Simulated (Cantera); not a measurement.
What does this Cantera script print?

```python
import numpy as np
import cantera as ct

gas_names = [...]  # 109 gases of nasa_gas.yaml made of C, Cl, H, Si
cond_names = """
    C(gr) C6H6(L) C7H8(L) C8H18(L),n-octa Si(cr) Si(L) SiC(b)
""".split()


# ... load() reads the species with a 1 bar reference pressure and builds the phases ...
atoms = {
    'SiH2Cl2': {'Si': 1, 'H': 2, 'CL': 2},
    'C2H2': {'C': 2, 'H': 2},
    'H2': {'H': 2},
}
top_T = {'C(gr)': 4500, 'SiC(b)': 3050}  # K; cautious upper limits of use, not melting points


# ... equilibrate(T, P, feed) seeds the gas with the atoms and calls Mixture.equilibrate('TP', solver="vcs", rtol=1e-11, max_steps=5000) ...
results = []
feed = {'SiH2Cl2': 1, 'C2H2': 0.99, 'H2': 18}  # mol
P = 100000  # Pa
for T in [900, 950, 1000, 1050, 1100, 1150, 1200, 1250, 1300, 1350, 1400, 1450, 1500, 1550]:
    mix = equilibrate(T, P, feed)
    results.append((T, P, feed, dict(zip(mix.species_names, mix.species_moles))))
    x = sorted(zip(gas.X, gas.species_names), reverse=True)
    print(f"T = {T:g} K  P = {P:g} Pa  gas = {mix.phase_moles(0):.4g} mol")
    print("   x: " + "  ".join(f"{s} {v:.3e}" for v, s in x if v > 1e-05))
    print("   condensed (mol): " + ("  ".join(f"{mix.phase(i).name} {mix.phase_moles(i):.4g}"
          for i in range(1, mix.n_phases) if mix.phase_moles(i) > 1e-12) or "none"))
```

It prints:

```
T = 900 K  P = 100000 Pa  gas = 19.17 mol
   x: H2 8.856e-01  CH4 7.290e-02  HCL 1.969e-02  SiCL4 1.928e-02  SiHCL3 2.464e-03  SiH2CL2 2.986e-05  SiCL3 1.089e-05
   condensed (mol): SiC(b) 0.5822
T = 950 K  P = 100000 Pa  gas = 19.29 mol
   x: H2 8.805e-01  CH4 6.936e-02  HCL 3.156e-02  SiCL4 1.642e-02  SiHCL3 2.101e-03  SiH2CL2 2.727e-05  SiCL3 1.978e-05
   condensed (mol): SiC(b) 0.6417
T = 1000 K  P = 100000 Pa  gas = 19.45 mol
   x: H2 8.740e-01  CH4 6.487e-02  HCL 4.670e-02  SiCL4 1.274e-02  SiHCL3 1.680e-03  SiCL3 3.127e-05  SiH2CL2 2.390e-05
   condensed (mol): SiC(b) 0.7185
T = 1050 K  P = 100000 Pa  gas = 19.89 mol
   x: H2 8.847e-01  HCL 5.991e-02  CH4 4.482e-02  SiCL4 9.068e-03  SiHCL3 1.390e-03  SiCL3 4.741e-05  SiH2CL2 2.430e-05
   condensed (mol): C(gr) 0.2981  SiC(b) 0.7905
T = 1100 K  P = 100000 Pa  gas = 20.26 mol
   x: H2 8.930e-01  HCL 7.114e-02  CH4 2.863e-02  SiCL4 5.990e-03  SiHCL3 1.109e-03  SiCL3 6.560e-05  SiH2CL2 2.462e-05
   condensed (mol): C(gr) 0.5457  SiC(b) 0.8541
T = 1150 K  P = 100000 Pa  gas = 20.51 mol
   x: H2 8.963e-01  HCL 8.031e-02  CH4 1.880e-02  SiCL4 3.604e-03  SiHCL3 8.167e-04  SiCL3 7.998e-05  SiH2CL2 2.323e-05  SiCL2 1.941e-05
   condensed (mol): C(gr) 0.6874  SiC(b) 0.9068
T = 1200 K  P = 100000 Pa  gas = 20.67 mol
   x: H2 8.978e-01  HCL 8.676e-02  CH4 1.273e-02  SiCL4 1.986e-03  SiHCL3 5.590e-04  SiCL3 8.690e-05  SiCL2 3.336e-05  SiH2CL2 2.060e-05
   condensed (mol): C(gr) 0.7722  SiC(b) 0.9445
T = 1250 K  P = 100000 Pa  gas = 20.78 mol
   x: H2 8.989e-01  HCL 9.065e-02  CH4 8.884e-03  SiCL4 1.032e-03  SiHCL3 3.642e-04  SiCL3 8.656e-05  SiCL2 5.196e-05  SiH2CL2 1.749e-05
   condensed (mol): C(gr) 0.8276  SiC(b) 0.9677
T = 1300 K  P = 100000 Pa  gas = 20.84 mol
   x: H2 9.000e-01  HCL 9.274e-02  CH4 6.369e-03  SiCL4 5.266e-04  SiHCL3 2.328e-04  SiCL3 8.181e-05  SiCL2 7.543e-05  SiH2CL2 1.452e-05
   condensed (mol): C(gr) 0.8666  SiC(b) 0.9806
T = 1350 K  P = 100000 Pa  gas = 20.88 mol
   x: H2 9.009e-01  HCL 9.378e-02  CH4 4.679e-03  SiCL4 2.718e-04  SiHCL3 1.495e-04  SiCL2 1.043e-04  SiCL3 7.540e-05  SiH2CL2 1.200e-05
   condensed (mol): C(gr) 0.895  SiC(b) 0.9872
T = 1400 K  P = 100000 Pa  gas = 20.91 mol
   x: H2 9.017e-01  HCL 9.427e-02  CH4 3.513e-03  SiCL4 1.443e-04  SiCL2 1.395e-04  SiHCL3 9.772e-05  SiCL3 6.886e-05
   condensed (mol): C(gr) 0.916  SiC(b) 0.9904
T = 1450 K  P = 100000 Pa  gas = 20.93 mol
   x: H2 9.024e-01  HCL 9.447e-02  CH4 2.689e-03  SiCL2 1.816e-04  SiCL4 7.931e-05  SiHCL3 6.530e-05  SiCL3 6.280e-05
   condensed (mol): C(gr) 0.9318  SiC(b) 0.9917
T = 1500 K  P = 100000 Pa  gas = 20.94 mol
   x: H2 9.030e-01  HCL 9.453e-02  CH4 2.095e-03  SiCL2 2.316e-04  SiCL3 5.739e-05  SiCL4 4.516e-05  SiHCL3 4.467e-05  H 1.673e-05
   condensed (mol): C(gr) 0.9438  SiC(b) 0.9919
T = 1550 K  P = 100000 Pa  gas = 20.95 mol
   x: H2 9.034e-01  HCL 9.450e-02  CH4 1.659e-03  SiCL2 2.900e-04  SiCL3 5.262e-05  SiHCL3 3.126e-05  H 2.993e-05  SiCL4 2.660e-05  C2H2,acetylene 1.449e-05
   condensed (mol): C(gr) 0.953  SiC(b) 0.9915
```

Method: chemical equilibrium by Gibbs-energy minimisation in Cantera with the NASA 1993 tables (ideal gas, pure condensed phases). The tables' values for SiCl3 are old estimates; treat these amounts as uncertain.
